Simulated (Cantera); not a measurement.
A closed system holds: 1 mol Cr, 12 mol N₂O, 1.7 mol H₂, held at 1150 K and 0.0100 bar.

Method: chemical equilibrium by Gibbs-energy minimisation in Cantera with the NASA 1993 tables (ideal gas, pure condensed phases). The numbers say what is thermodynamically allowed, not how fast it happens.

| species | before | after |
|---|---|---|
| H₂ | 8.18e-9 | 0.861 |
| N₂ | 0.663 | 0.0741 |
| H₂O | 0.0939 | 0.0648 |
| O₂ | 0.243 | <1e-9 |
| NO | 0.000130 | <1e-9 |
| Cr₂O₃(s), mol | 0.500 | 0.500 |
Gas species are given as mole fractions.

**Question.** What was changed between the two runs?
A. H₂ from 1.7 to 4 mol
B. H₂ from 1.7 to 150 mol
C. temperature from 1150 K to 1950 K
D. temperature from 1150 K to 1550 K

**Answer.** B, H₂ from 1.7 to 150 mol
